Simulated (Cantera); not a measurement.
A freely propagating, adiabatic, planar premixed flame of 7.44 % CH₃OH, 15.9 % O₂, 76.6 % N₂, unburnt at 675 K and 4.30 bar; mixture-averaged transport, grid criteria slope 0.08 and curve 0.16, no radiation.

Model: GRI-Mech 3.0 (53 species, 325 reactions), integrated in Cantera. GRI-Mech 3.0 was tuned for natural gas; its chemistry of methanol as a main component is partial and can be far from experiment. Burning velocities carry a grid error of a few per cent, more on coarse grids.

x: mole fraction of selected species; z is measured from the peak of heat release.

```tsv
z (mm)	T (K)	u (m/s)	x CH₃OH	x O₂	x CO	x C₂H₆	x C₂H	x H₂
-0.517	677	0.402	0.0743	0.159	4.18e-5	<1e-8	<1e-8	0.000960
-0.345	686	0.409	0.0738	0.158	0.000287	<1e-8	<1e-8	0.00197
-0.258	708	0.423	0.0728	0.156	0.000885	<1e-8	<1e-8	0.00288
-0.172	?	0.476	0.0681	0.148	0.00327	<1e-8	<1e-8	0.00423
-0.0861	?	0.653	0.0480	0.123	0.0119	<1e-8	<1e-8	0.00605
-0.0431	?	0.825	0.0251	0.0991	0.0210	<1e-8	<1e-8	0.00699
0	1633	1.02	0.00211	0.0712	0.0287	<1e-8	<1e-8	0.00623
0.0431	1769	1.10	2.38e-6	0.0567	0.0183	<1e-8	<1e-8	0.00285
0.0861	1839	1.14	<1e-8	0.0513	0.0104	<1e-8	<1e-8	0.00180
0.172	1906	1.18	<1e-8	0.0478	0.00429	<1e-8	<1e-8	0.00103
0.345	1947	1.20	<1e-8	0.0462	0.00140	<1e-8	<1e-8	0.000408
0.689	1963	1.21	<1e-8	0.0458	0.000400	<1e-8	<1e-8	0.000136
1.38	1967	1.21	<1e-8	0.0457	0.000184	<1e-8	<1e-8	7.84e-5
```

**Question.** Complete the blanks.

**Answer.** 
- -0.172, T (K): 791
- -0.0861, T (K): 1067
- -0.0431, T (K): 1331
